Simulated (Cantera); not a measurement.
Standard-state values (1 bar) from the NASA 1993 polynomials, evaluated with Cantera. Values are per mole of reaction as written; species without (g) are pure solids or liquids, kept so even where they would boil at 1 bar.

V + 2 H₂O(g) ⇌ 2 H₂(g) + VO₂(g), with ΔH° = 251.0 kJ and ΔS° = 120.1 J/K at 300 K.

**Question.** How far is the shortcut ΔG° ≈ ΔH°(300 K) − T·ΔS°(300 K) from the full temperature-dependent value at 2175, 2375, 2575, 2775, 2975 K?

**Answer.** 
```json
[
 {"T (K)": "2175", "shortcut (kJ)": "-10.2", "full (kJ)": "-26.9", "difference (kJ)": "16.8", "difference in log10 K": "-0.40", "condensed phases": "V(s)"},
 {"T (K)": "2375", "shortcut (kJ)": "-34.2", "full (kJ)": "-49.9", "difference (kJ)": "15.7", "difference in log10 K": "-0.35", "condensed phases": "V(l)"},
 {"T (K)": "2575", "shortcut (kJ)": "-58.2", "full (kJ)": "-72.3", "difference (kJ)": "14.0", "difference in log10 K": "-0.28", "condensed phases": "V(l)"},
 {"T (K)": "2775", "shortcut (kJ)": "-82.2", "full (kJ)": "-94.2", "difference (kJ)": "12.0", "difference in log10 K": "-0.23", "condensed phases": "V(l)"},
 {"T (K)": "2975", "shortcut (kJ)": "-106.3", "full (kJ)": "-115.8", "difference (kJ)": "9.5", "difference in log10 K": "-0.17", "condensed phases": "V(l)"}
]
```
The shortcut ignores heat capacities and the phase changes listed.
